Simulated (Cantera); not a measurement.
Feed: 1 mol CCl4, 0.51 mol H2, at 1.33 mbar.

Equilibrium computed with Cantera from the NASA thermochemical tables; the gas is ideal and each condensed phase is pure. Candidate condensed phases: C, C6H6, C7H8, C8H18; 91 gas species. Rates play no part.

x: gas mole fraction; n: condensed amount in mol.

| T (K) | x Cl | x Cl2 | x HCl | x CCl4 | n C(graphite) |
|---|---|---|---|---|---|
| 898 | 0.00150 | 0.592 | 0.406 | 1.09e-5 | 1.000 |
| 948 | 0.00360 | 0.591 | 0.406 | 5.75e-6 | 1.000 |
| 998 | 0.00791 | 0.587 | 0.405 | 3.21e-6 | 1.000 |
| 1048 | [?] | 0.581 | 0.403 | [?] | 1.000 |
| 1098 | 0.0305 | 0.569 | 0.400 | 1.14e-6 | 1.000 |
| 1148 | 0.0545 | 0.550 | 0.395 | 6.97e-7 | 1.000 |
| 1198 | [?] | 0.521 | 0.388 | [?] | 1.000 |
| 1248 | 0.145 | 0.478 | 0.377 | 2.52e-7 | 1.000 |
| 1298 | 0.217 | 0.421 | 0.362 | 1.41e-7 | 1.000 |
| 1348 | 0.304 | 0.351 | 0.345 | 7.29e-8 | 1.000 |
| 1398 | 0.401 | 0.274 | 0.325 | 3.37e-8 | 1.000 |
| 1448 | 0.496 | 0.198 | 0.306 | 1.37e-8 | 1.000 |
| 1498 | 0.577 | 0.134 | 0.289 | 4.90e-9 | 1.000 |
| 1548 | 0.638 | 0.0851 | 0.277 | 1.59e-9 | 1.000 |

Q: Complete the blanks.

A: 
- 1198, x Cl: 0.0915
- 1198, x CCl4: 4.25e-7
- 1048, x Cl: 0.0161
- 1048, x CCl4: 1.88e-6
